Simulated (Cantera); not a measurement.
Adiabatic ignition

An adiabatic, constant-pressure homogeneous reactor starts with H2 : O2 : N2 = 1 : 1.67 : 6.27 (molar parts), at 1750 K and 18000 Torr.

Computed with Cantera and GRI-Mech 3.0 (53 species, 325 reactions). The hydrogen kinetics of GRI-Mech 3.0 are dated; newer H2 mechanisms differ, most at raised pressure. The pressure lies above the range GRI-Mech 3.0 was tuned for (to about 10 atm).

```csv
t (s),T (K),x H2,x O2,x OH,x H,x H2O2
1.00e-6,2428,0.00158,0.133,0.0117,0.000831,1.61e-6
3.05e-6,2487,0.000397,0.136,0.00636,0.000107,1.41e-6
9.32e-6,2489,0.000360,0.136,0.00608,9.34e-5,1.43e-6
2.85e-5,2489,0.000359,0.136,0.00608,9.33e-5,1.43e-6
8.69e-5,2488,0.000359,0.136,0.00607,9.29e-5,1.43e-6
0.000265,2486,0.000356,0.136,0.00602,9.17e-5,1.42e-6
0.000809,2481,0.000349,0.135,0.00591,8.87e-5,1.40e-6
0.00247,2470,0.000334,0.132,0.00568,8.25e-5,1.35e-6
0.00754,2458,0.000319,0.129,0.00545,7.65e-5,1.30e-6
0.0230,2456,0.000316,0.129,0.00541,7.54e-5,1.30e-6
0.0703,2456,0.000316,0.129,0.00541,7.54e-5,1.30e-6
0.215,2456,0.000316,0.129,0.00541,7.54e-5,1.30e-6
0.655,2456,0.000316,0.129,0.00541,7.54e-5,1.30e-6
2.00,2456,0.000316,0.129,0.00541,7.54e-5,1.30e-6
```
x: mole fraction; the columns are a selection and need not sum to one.

* **time of steepest temperature rise**: 0.385 µs
* **temperature at 2.00 s**: 2456 K
* **equilibrium temperature**: 2456 K
* **x(H2) at 2.00 s**: 0.000316 (gas-phase equilibrium 0.000316)
* **x(O2) at 2.00 s**: 0.129 (gas-phase equilibrium 0.129)
* **x(OH) at 2.00 s**: 0.00541 (gas-phase equilibrium 0.00541)
